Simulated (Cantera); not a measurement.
A freely propagating, adiabatic, planar premixed flame of H2 : O2 : N2 = 1 : 0.385 : 1.38 (molar parts), unburnt at 675 K and 750 Torr; mixture-averaged transport, grid criteria slope 0.08 and curve 0.16, no radiation.

Detailed kinetics in Cantera: the H2/O2 subset of GRI-Mech 3.0, which has no nitrogen chemistry. Burning velocities carry a grid error of a few per cent, more on coarse grids.

Task: How do the results move with these cheaper or finer settings: unity-Lewis-number transport; multicomponent transport; multicomponent+Soret transport; grid criteria slope 0.5, curve 1; grid criteria slope 0.25, curve 0.5; grid criteria slope 0.03, curve 0.06?

Result: 
| setting | laminar burning velocity | thermal thickness | peak x(H2O2) | peak x(OH) | grid points |
|---|---|---|---|---|---|
| as above | 1090 cm/s | 0.480 mm | 6.36e-6 | 0.0175 | 136 |
| unity-Lewis-number transport | 700 cm/s | 0.378 mm | 3.83e-6 | 0.0173 | 132 |
| multicomponent transport | 1070 cm/s | 0.479 mm | 6.34e-6 | 0.0175 | 136 |
| multicomponent+Soret transport | 1030 cm/s | 0.472 mm | 6.58e-6 | 0.0174 | 136 |
| grid criteria slope 0.5, curve 1 | 1550 cm/s | 0.830 mm | 4.64e-6 | 0.0174 | 47 |
| grid criteria slope 0.25, curve 0.5 | 1170 cm/s | 0.554 mm | 5.64e-6 | 0.0178 | 66 |
| grid criteria slope 0.03, curve 0.06 | 1070 cm/s | 0.464 mm | 6.51e-6 | 0.0173 | 297 |
Unity Lewis numbers drop preferential diffusion, which matters most where H2 and H carry the flame; Soret adds thermal diffusion.
